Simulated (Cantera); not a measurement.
Input: 1 mol CH2F2, 0.025 mol Si, a varied amount of H2, at 29000 Pa.

Equilibrium computed with Cantera from the NASA thermochemical tables; the gas is ideal and each condensed phase is pure. Candidate condensed phases: C, C6H6, C7H8, C8H18, Si, SiC; 113 gas species. The tables' values for SiF2, SiF3 are old estimates. The numbers say what is thermodynamically allowed, not how fast it happens.

Task: What condenses at these points (T in K, n(H2) in mol): (2550, 12); (2900, 12); (2700, 4.4); (2450, 8.5); (2400, 1.6)?

Result: 
| T (K) | n(H2) in mol | condensed phases | Si condensed (%) |
|---|---|---|---|
| 2550 | 12 | C | 0.0 |
| 2900 | 12 | gas only | 0.0 |
| 2700 | 4.4 | C | 0.0 |
| 2450 | 8.5 | C | 0.0 |
| 2400 | 1.6 | C | 0.0 |
